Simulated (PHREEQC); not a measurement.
PHREEQC input (Pitzer model, pitzer.dat):

```
SOLUTION 1
  temp 50
  units mol/kgw
  pH 7 charge
  S(6) 0.14
  Na 0.292
  Cl 0.012
END
USE solution 1
INCREMENTAL_REACTIONS false
REACTION 1
  H2O -1
  0 9.886 18.011 24.689 30.178 34.689 38.397 41.444
  43.949 46.007 47.699 49.089 50.232 51.172 51.944 52.578
  53.1 53.528 53.88 54.17 54.408 54.603 54.764 54.896
  55.005 55.094 55.168 55.228 moles
EQUILIBRIUM_PHASES 1
  Halite 0 0
  Mirabilite 0 0
  Thenardite 0 0
SELECTED_OUTPUT 1
  -reset false
  -pH true
  -pe true
  -ionic_strength true
  -water true
  -activities H2O
  -totals Cl Na S
  -molalities H+ Na+ Cl- SO4-2 OH- HSO4-
  -equilibrium_phases Halite Mirabilite Thenardite
PRINT
  -reset false
END
```

Selected output (columns that matter, 20 of 28 rows; water left (kg) added in front):

```
water left (kg)	pH	mu	Cl	Na	S	m_H+	m_Na+	m_Cl-	m_SO4-2	m_OH-	la_H2O	Thenardite
1	7.0084	0.432	0.012	0.292	0.14	1.7858e-07	0.292	0.012	0.14	8.5844e-07	-0.0026922	0
0.821894	7.0241	0.52562	0.0146	0.35528	0.17034	1.7953e-07	0.35528	0.0146	0.17034	9.0915e-07	-0.0032343	0
0.555203	7.0539	0.77809	0.021614	0.52593	0.25216	1.8232e-07	0.52593	0.021614	0.25216	1.0148e-06	-0.0046629	0
0.456313	7.0682	0.94672	0.026298	0.63991	0.30681	1.8395e-07	0.63991	0.026298	0.30681	1.0688e-06	-0.0055961	0
0.30824	7.0952	1.4015	0.038931	0.94731	0.45419	1.8662e-07	0.94731	0.038931	0.45419	1.1759e-06	-0.008057	0
0.253345	7.1082	1.7052	0.047366	1.1526	0.55261	1.8697e-07	1.1526	0.047366	0.55261	1.2273e-06	-0.0096714	0
0.171138	7.1335	2.5243	0.070119	1.7062	0.81805	1.8305e-07	1.7062	0.070119	0.81805	1.321e-06	-0.013986	0
0.140655	7.1461	3.0713	0.085315	2.076	0.99534	1.7733e-07	2.076	0.085315	0.99534	1.3612e-06	-0.016877	0
0.115613	7.1588	3.7366	0.10379	2.5257	1.2109	1.6801e-07	2.5257	0.10379	1.2109	1.3953e-06	-0.020436	0
0.0780853	7.1836	5.5324	0.15368	3.7395	1.7929	1.3591e-07	3.7395	0.15368	1.7929	1.4431e-06	-0.030396	0
0.0641769	7.1945	6.7314	0.18698	4.5499	2.1815	1.13e-07	4.5499	0.18698	2.1815	1.4569e-06	-0.037356	0
0.0433504	7.2046	9.3665	0.27681	6.3366	3.0299	6.8069e-08	6.3366	0.27681	3.0299	1.4703e-06	-0.053597	0.0086533
0.0356396	7.201	9.2898	0.3367	6.3054	2.9844	6.7957e-08	6.3054	0.3367	2.9844	1.4631e-06	-0.054071	0.033639
0.0292979	7.1966	9.198	0.40959	6.2685	2.9295	6.7797e-08	6.2685	0.40959	2.9295	1.4542e-06	-0.054651	0.054173
0.0197855	7.1843	8.9583	0.60651	6.1743	2.7839	6.7245e-08	6.1743	0.60651	2.7839	1.429e-06	-0.056233	0.084919
0.0162724	7.1756	8.8056	0.73745	6.1162	2.6894	6.6786e-08	6.1162	0.73745	2.6894	1.4114e-06	-0.0573	0.096237
0.0109937	7.1507	8.4205	1.0915	5.9775	2.443	6.5225e-08	5.9775	1.0915	2.443	1.3605e-06	-0.060267	0.11314
0.00902994	7.1328	8.1855	1.3289	5.8999	2.2855	6.3957e-08	5.8999	1.3289	2.2855	1.3238e-06	-0.062339	0.11936
0.00609333	7.0794	7.6473	1.9694	5.7547	1.8926	5.9917e-08	5.7547	1.9694	1.8926	1.2161e-06	-0.068376	0.12847
0.00501237	7.0402	7.3703	2.3941	5.7116	1.6588	5.695e-08	5.7116	2.3941	1.6588	1.1394e-06	-0.072837	0.13169
```

At this temperature some constants are extrapolated from 25 °C, and those without enthalpy data are left unchanged.
